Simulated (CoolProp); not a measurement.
Computed with CoolProp (reference Helmholtz-energy equation of state, Thol 2019).

Question: For n-hexane, give the phase and the cp (kJ/(kg K)), Joule-Thomson coefficient (K/MPa), viscosity (µPa s), fugacity coefficient at 247.6 K and 0.68 MPa.

Answer: 
- 247.6 K and 0.68 MPa: liquid; cp 2.09, Joule-Thomson coefficient -0.477, viscosity 530, fugacity coefficient 0.00198

Viscosity comes from a separate model (Michailidou 2013).
